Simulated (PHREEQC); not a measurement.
Dissolve 0.26 mol AlCl3 per kg of water at 25 °C. Closed to the air; pH follows from the charge balance.

Equilibrium calculation in PHREEQC: ion-association model, wateq4f.dat.

No solid was allowed to form.

### Question
What pH, activity of water does the model give?

### Answer
pH 3.08; activity of water 0.982.

The ionic strength is past about 0.7 mol/kgw, beyond the range of this activity model, so the values are rough. Species that the database lacks are ignored.
